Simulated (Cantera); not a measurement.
Input: 1 mol Cu2O, 5.7 mol CH4, 9.5 mol N2, equilibrated at 1600 °C and 47.0 Pa.

These are equilibrium values from Cantera (NASA tables, ideal gas, pure condensed phases), not measurements of a reactor. Candidate condensed phases: C, C6H6, C7H8, C8H18, Cu, CuO, Cu(OH)2, Cu2O, H2O; 139 gas species. Rates play no part.

Base state: H2 0.460, N2 0.392, Cu 0.0828, CO 0.0414, H 0.0202, HCN 0.00367, HNC 0.000163, C2H2 (acetylene) 0.000144 (mole fractions); condensed: C(graphite).

Problem. What changes in the equilibrium state with this change: Cu2O replaced by CuO?

Solution. 
| species | before | after |
|---|---|---|
| H2 | 0.460 | 0.480 |
| N2 | 0.392 | 0.409 |
| CO | 0.0414 | 0.0432 |
| Cu | 0.0828 | 0.0432 |
| H | 0.0202 | 0.0206 |
| C2H2 (acetylene) | 0.000144 | 0.000150 |
| HNC | 0.000163 | 0.000170 |
| HCN | 0.00367 | 0.00383 |
| C(graphite), mol | 4.60 | 4.60 |

Problem. What changes in the equilibrium state with this change: N2 from 9.5 to 0.64 mol?

Solution. 
```json
[
 {"species": "H2", "before": "0.460", "after": "0.735"},
 {"species": "Cu", "before": "0.0828", "after": "0.131"},
 {"species": "CO", "before": "0.0414", "after": "0.0656"},
 {"species": "N2", "before": "0.392", "after": "0.0412"},
 {"species": "H", "before": "0.0202", "after": "0.0255"},
 {"species": "Cu2", "before": "6.87e-6", "after": "1.72e-5"},
 {"species": "HNC", "before": "0.000163", "after": "6.68e-5"},
 {"species": "HCN", "before": "0.00367", "after": "0.00150"},
 {"species": "C(graphite), mol", "before": "4.60", "after": "4.67"}
]
```
